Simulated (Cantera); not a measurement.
**Thermodynamics of oxide etching and cleaning by halides, feed MgO + HBr + O₂**

Feed: 1 mol MgO, 11 mol HBr, a varied amount of O₂, equilibrated at 133 Pa.

Equilibrium computed with Cantera from the NASA thermochemical tables; the gas is ideal and each condensed phase is pure. Candidate condensed phases: Br₂, H₂O, Mg, MgBr₂, MgO, Mg(OH)₂; 20 gas species. The numbers say what is thermodynamically allowed, not how fast it happens.

Q: Map the stable condensed phases over T = 1200, 1250, 1300, 1350, 1400, 1450, 1500, 1550, 1600, 1650, 1700, 1750, 1800, 1850 K and n(O₂) in mol = 0.081, 0.13, 0.19, 0.3, 0.47, 0.72, 1.1, 1.7, 2.7, 4.2, 6.4, 10.

A: 
```
T in K \ n(O₂) in mol
         0.081  0.13  0.19   0.3  0.47  0.72   1.1   1.7   2.7   4.2   6.4    10
   1850      A     A     A     A     A     A     B     B     B     B     B     B
   1800      A     A     A     A     A     A     B     B     B     B     B     B
   1750      A     A     A     A     A     A     B     B     B     B     B     B
   1700      A     A     A     A     A     B     B     B     B     B     B     B
   1650      A     A     A     A     A     B     B     B     B     B     B     B
   1600      A     A     A     A     A     B     B     B     B     B     B     B
   1550      A     A     A     A     A     B     B     B     B     B     B     B
   1500      A     A     A     A     B     B     B     B     B     B     B     B
   1450      A     A     A     B     B     B     B     B     B     B     B     B
   1400      A     B     B     B     B     B     B     B     B     B     B     B
   1350      B     B     B     B     B     B     B     B     B     B     B     B
   1300      B     B     B     B     B     B     B     B     B     B     B     B
   1250      B     B     B     B     B     B     B     B     B     B     B     B
   1200      B     B     B     B     B     B     B     B     B     B     B     B
```
A: gas only; B: MgO.
